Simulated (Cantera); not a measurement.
Si + HF (silicon etching in halogen gases)

A closed system holds: 1 mol Si, a varied amount of HF, at 823.15 K and 4.10 mbar.

These are equilibrium values from Cantera (NASA tables, ideal gas, pure condensed phases), not measurements of a reactor. Candidate condensed phases: Si; 25 gas species. The tables' values for SiF₃ are old estimates; treat these amounts as uncertain. Kinetics and transport are ignored.

From 1 mol HF to 3.7 mol HF the condensed part is Si(s). From 4.7 mol HF to 13 mol HF nothing is condensed. The main Si-bearing gas is SiF₄ throughout.

```
n(HF) (mol)     x HF   x H₂  x SiF₄  x SiHF₃  x SiH₂F₂    x SiF₃  x SiH₃F  n Si(s)
-----------  -------  -----  ------  -------  --------  --------  -------  -------
1            1.82e-6  0.664   0.328  0.00755  0.000102   4.35e-5  2.80e-7    0.749
1.3          1.82e-6  0.664   0.328  0.00755  0.000102   4.35e-5  2.80e-7    0.673
1.7          1.82e-6  0.664   0.328  0.00755  0.000102   4.35e-5  2.80e-7    0.573
2.2          1.82e-6  0.664   0.328  0.00755  0.000102   4.35e-5  2.80e-7    0.447
2.8          1.82e-6  0.664   0.328  0.00755  0.000102   4.35e-5  2.80e-7    0.296
3.7          1.82e-6  0.664   0.328  0.00755  0.000102   4.35e-5  2.80e-7   0.0696
4.7            0.189  0.541   0.270  4.86e-8    <1e-12  3.11e-10   <1e-12        0
6              0.400  0.400   0.200  1.26e-8    <1e-12  9.36e-11   <1e-12        0
7.8            0.559  0.294   0.147  4.88e-9    <1e-12  4.22e-11   <1e-12        0
10             0.667  0.222   0.111  2.33e-9    <1e-12  2.32e-11   <1e-12        0
13             0.750  0.167  0.0833  1.17e-9    <1e-12  1.34e-11   <1e-12        0
```
x: gas mole fraction; n: condensed amount in mol.
